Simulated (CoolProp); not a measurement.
Computed with CoolProp (reference Helmholtz-energy equation of state, Tillner-Roth 1997).

**Question.** Give the vapour pressure (MPa), enthalpy of vaporisation (kJ/kg), vapour Z, liquid viscosity (µPa s) of saturated CH2F2 (R32) at 238.1 K.

**Answer.** 
| T (K) | p (MPa) | enthalpy of vaporisation (kJ/kg) | vapour Z | liquid viscosity (µPa s) |
|---|---|---|---|---|
| 238.1 | 0.221 | 363 | 0.931 | 239 |

Viscosity comes from a separate model (Bell 2016), an estimate that may be off by 10 % or more.
